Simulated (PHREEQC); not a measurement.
Make-up at 20 °C: 0.28 mol Na2CO3 and 2.6e-05 mol H4SiO4 per kg of water. Closed to the air; pH follows from the charge balance.

Equilibrium calculation in PHREEQC: Pitzer model, pitzer.dat.

```
quantity                  before    after
------------------------  ------  -------
pH                         11.59     7.00
ionic strength (mol/kgw)   0.836  1.00e-7
```

Problem. Which change was made?
(A) Na2CO3 left out
(B) H4SiO4 from 2.6e-05 to 5.2e-05 mol/kgw
(C) diluted 5-fold with water
(D) H4SiO4 left out
(E) diluted 2-fold with water

Solution. A, Na2CO3 left out

Precipitation was switched off in this run.
